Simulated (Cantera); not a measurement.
A closed system holds: 1 mol B2H6, 0.26 mol NH3, 0.51 mol N2, held at 20.0 mbar.

Cantera equilibrium calculation (NASA polynomials, part measured and part estimated; ideal gas, pure solids and liquids). Candidate condensed phases: B, BN; 15 gas species. The feed counts by its element totals alone. Mutual solubility and eutectic melting of coexisting phases are not modelled. The tables' values for BH2 are old estimates; treat these amounts as uncertain. Kinetics and transport are ignored.

x: gas mole fraction; n: condensed amount in mol.

```tsv
T (K)	x H2	x H	x N2	x BH2	x BH3	x B	n B(s)	n BN(s)
1375	1.000	2.42e-5	7.13e-9	2.41e-6	4.50e-7	1.66e-12	0.720	1.28
1425	1.000	4.82e-5	3.31e-8	4.37e-6	5.94e-7	9.20e-12	0.720	1.28
1475	1.000	9.17e-5	1.38e-7	7.60e-6	7.68e-7	4.54e-11	0.720	1.28
1525	1.000	0.000167	5.25e-7	1.27e-5	9.76e-7	2.01e-10	0.720	1.28
1575	1.000	0.000294	1.83e-6	2.07e-5	1.22e-6	8.12e-10	0.720	1.28
1625	0.999	0.000499	5.91e-6	3.25e-5	1.50e-6	3.00e-9	0.720	1.28
1675	0.999	0.000821	1.78e-5	4.98e-5	1.83e-6	1.03e-8	0.720	1.28
1725	0.999	0.00131	5.01e-5	7.43e-5	2.19e-6	3.27e-8	0.720	1.28
1775	0.998	0.00204	0.000133	0.000108	2.60e-6	9.73e-8	0.721	1.28
1825	0.996	___	___	0.000155	___	___	0.722	1.28
1875	0.994	0.00462	0.000803	0.000216	3.55e-6	7.23e-7	0.725	1.27
1925	0.991	___	___	0.000296	___	___	0.731	1.27
1975	0.986	0.00961	0.00403	0.000399	4.65e-6	4.37e-6	0.746	1.25
```

Problem. Some entries are withheld; supply them.

Solution. 
- 1825, x H: 0.00311
- 1825, x N2: 0.000335
- 1825, x BH3: 3.06e-6
- 1825, x B: 2.73e-7
- 1925, x H: 0.00673
- 1925, x N2: 0.00184
- 1925, x BH3: 4.09e-6
- 1925, x B: 1.82e-6
